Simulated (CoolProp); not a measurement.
Model: reference Helmholtz-energy equation of state, Lemmon 2006, in CoolProp. It is a short technical equation, of lower accuracy than the large ones.

Problem. For toluene, give the phase and the cv (kJ/(kg K)), expansivity (1/kK), viscosity (µPa s), Prandtl number at 204.75 °C and 206 kPa; 204.75 °C and 2060 kPa.

Solution. 
- 204.75 °C and 206 kPa: gas; cv 1.71, expansivity 2.39, viscosity 11.0, Prandtl number 0.730
- 204.75 °C and 2060 kPa: liquid; cv 1.82, expansivity 2.00, viscosity 137, Prandtl number 3.71

Viscosity comes from a separate model (Avgeri 2015). Thermal conductivity comes from a separate model (Assael 2012).
